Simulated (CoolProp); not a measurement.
Vapour-liquid equilibrium of n-octane (1) + n-dodecane (2) at 517 K; x and y are mole fractions of (1).

The numbers come from the multi-fluid Helmholtz-energy mixture model, Beckmüller 2019 and Lemmon 2004; pair parameters Bell 2016 in CoolProp.

Question: Give the bubble pressure and the first vapour's composition at x = 0.05, 0.35, 0.65. Is there an azeotrope?

Answer: x = 0.05: 0.2229 MPa, y = 0.184; x = 0.35: 0.4639 MPa, y = 0.694; x = 0.65: 0.7542 MPa, y = 0.882. No azeotrope shows between x = 0.05 and 0.95.

The pair parameters rest on a limited set of measurements; away from them the model extrapolates.
